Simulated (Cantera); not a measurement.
Cantera run:

```python
import numpy as np
import cantera as ct

gas_names = [...]  # 49 gases of nasa_gas.yaml made of B, Cl, H, N, O
cond_names = """
    B(b) B(L) BN(s) B2O3(L) B3O3H3(cr) H2O(s) H2O(L) NH4CL(a) NH4CL(b)
""".split()


# ... load() reads the species with a 1 bar reference pressure and builds the phases ...
atoms = {
    'BCl3': {'B': 1, 'CL': 3},
    'O2': {'O': 2},
    'N2': {'N': 2},
    'H2O': {'H': 2, 'O': 1},
}
top_T = {'BN(s)': 3200}  # K; cautious upper limits of use, not melting points


# ... equilibrate(T, P, feed) seeds the gas with the atoms and calls Mixture.equilibrate('TP', solver="vcs", rtol=1e-11, max_steps=5000) ...
results = []
feed = {'BCl3': 1, 'O2': 0.8, 'N2': 46, 'H2O': 0.065}  # mol
T = 1125  # K
P = 6900  # Pa
mix = equilibrate(T, P, feed)
results.append((T, P, feed, dict(zip(mix.species_names, mix.species_moles))))
x = sorted(zip(gas.X, gas.species_names), reverse=True)
print(f"T = {T:g} K  P = {P:g} Pa  gas = {mix.phase_moles(0):.4g} mol")
print("   x: " + "  ".join(f"{s} {v:.3e}" for v, s in x if v > 0.0001))
print("   condensed (mol): " + ("  ".join(f"{mix.phase(i).name} {mix.phase_moles(i):.4g}"
      for i in range(1, mix.n_phases) if mix.phase_moles(i) > 1e-12) or "none"))
```

Output:

```
T = 1125 K  P = 6900 Pa  gas = 47.68 mol
   x: N2 9.648e-01  CL2 2.943e-02  HCL 2.725e-03  O2 1.724e-03  CL 1.340e-03
   condensed (mol): B2O3(L) 0.5
```

These are equilibrium values from Cantera (NASA tables, ideal gas, pure condensed phases), not measurements of a reactor.
